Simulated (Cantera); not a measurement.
# Silicon epitaxy and polysilicon growth: Si2H6 + HCl + H2

Feed: 1 mol Si2H6, 0.054 mol HCl, 7 mol H2, held at 0.220 bar.

These are equilibrium values from Cantera (NASA tables, ideal gas, pure condensed phases), not measurements of a reactor. Candidate condensed phases: Si; 19 gas species. The feed counts by its element totals alone. The tables' values for SiCl3 are old estimates; treat these amounts as uncertain. Gases not in the tables: Si2H6 and higher silanes. Rates play no part.

From 1075 K to 1675 K the condensed part is Si(s). At 1725 K the condensed part is Si(l). The main Si-bearing gas is SiHCl3 at 1075 K and SiCl2 at 1725 K.

```tsv
T (K)	log p H2	log p HCl	log p H	log p SiHCl3	log p SiCl2	n Si(s)	n Si(l)
1075	-0.66	-2.99	-8.16	-4.58	-5.03	2.00	0
1125	-0.66	-2.96	-7.68	-4.94	-4.93	2.00	0
1175	-0.66	-2.95	-7.24	-5.33	-4.88	2.00	0
1225	-0.66	-2.94	-6.84	-5.70	-4.84	2.00	0
1275	-0.66	-2.94	-6.46	-6.05	-4.81	2.00	0
1325	-0.66	-2.94	-6.12	-6.38	-4.78	2.00	0
1375	-0.66	-2.94	-5.80	-6.68	-4.76	2.00	0
1425	-0.66	-2.94	-5.50	-6.96	-4.74	2.00	0
1475	-0.66	-2.94	-5.22	-7.23	-4.73	2.00	0
1525	-0.66	-2.94	-4.96	-7.47	-4.71	2.00	0
1575	-0.66	-2.94	-4.71	-7.70	-4.70	2.00	0
1625	-0.66	-2.94	-4.48	-7.92	-4.68	2.00	0
1675	-0.66	-2.94	-4.27	-8.12	-4.67	2.00	0
1725	-0.66	-2.94	-4.06	-8.34	-4.69	0	2.00
```
log p: log10 of the partial pressure in bar; n: condensed amount in mol.
